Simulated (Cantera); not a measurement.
A closed system holds: 1 mol Si(CH3)4, 0.016 mol C3H8, 390 mol H2, equilibrated at 30.0 mbar.

Equilibrium computed with Cantera from the NASA thermochemical tables; the gas is ideal and each condensed phase is pure. Candidate condensed phases: C, C6H6, C7H8, C8H18, Si, SiC; 87 gas species. Gases not in the tables: Si2H6 and higher silanes. The numbers say what is thermodynamically allowed, not how fast it happens.

Problem. What share of the Si ends up in condensed phases as a function of T (°C), at 1425, 1575, 1725, 1875, 2025, 2175, 2325?

Solution. 
```csv
T (°C),Si condensed (%),as
1425,100.0,SiC(s)
1575,99.6,SiC(s)
1725,96.0,SiC(s)
1875,65.3,SiC(s)
2025,0.0,-
2175,0.0,-
2325,0.0,-
```
